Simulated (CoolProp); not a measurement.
Vapour-liquid equilibrium of cyclohexane (1) + dimethyl carbonate (2) at 0.0213 MPa; x and y are mole fractions of (1).

Model: multi-fluid Helmholtz-energy mixture model, Zhou 2014 and Zhou 2011; pair parameters Bell 2016, in CoolProp.

**Question.** Give the bubble temperature and the first vapour's composition at x = 0.2, 0.275, 0.95. Is there an azeotrope?

**Answer.** x = 0.2: 306.5 K, y = 0.557; x = 0.275: 305.2 K, y = 0.599; x = 0.95: 307.0 K, y = 0.857. y crosses x between x = 0.65 and 0.725: the model has an azeotrope there.

The pair parameters rest on a limited set of measurements; away from them the model extrapolates.
